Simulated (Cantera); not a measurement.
**Gas-phase reforming**

A perfectly stirred reactor is fed with CH4 : H2O : H2 = 1 : 2.1 : 0.37 (molar parts), at 7.20 atm; it is held at 1750 K, and followed from long to short residence time.

Cantera simulation using GRI-Mech 3.0 (53 species, 325 reactions); the numbers are that mechanism's predictions, not measurements.

```json
[
 {"τ (s)": "5.1", "x CH4": "0.0118", "x H2O": "0.206", "x H2": "0.607", "x O": "1.14e-10", "x C2H": "9.90e-10"},
 {"τ (s)": "1.8", "x CH4": "0.0205", "x H2O": "0.226", "x H2": "0.587", "x O": "1.23e-10", "x C2H": "3.21e-9"},
 {"τ (s)": "0.62", "x CH4": "0.0318", "x H2O": "0.258", "x H2": "0.554", "x O": "1.35e-10", "x C2H": "8.52e-9"},
 {"τ (s)": "0.22", "x CH4": "0.0442", "x H2O": "0.305", "x H2": "0.510", "x O": "1.48e-10", "x C2H": "1.80e-8"},
 {"τ (s)": "0.076", "x CH4": "0.0583", "x H2O": "0.366", "x H2": "0.455", "x O": "1.62e-10", "x C2H": "3.17e-8"},
 {"τ (s)": "0.027", "x CH4": "0.0766", "x H2O": "0.428", "x H2": "0.394", "x O": "1.81e-10", "x C2H": "4.47e-8"},
 {"τ (s)": "0.0094", "x CH4": "0.105", "x H2O": "0.483", "x H2": "0.331", "x O": "2.12e-10", "x C2H": "5.05e-8"},
 {"τ (s)": "0.0033", "x CH4": "0.146", "x H2O": "0.526", "x H2": "0.268", "x O": "2.67e-10", "x C2H": "4.49e-8"},
 {"τ (s)": "0.0012", "x CH4": "0.193", "x H2O": "0.558", "x H2": "0.210", "x O": "3.57e-10", "x C2H": "3.12e-8"}
]
```
x: mole fraction; the columns are a selection and need not sum to one.
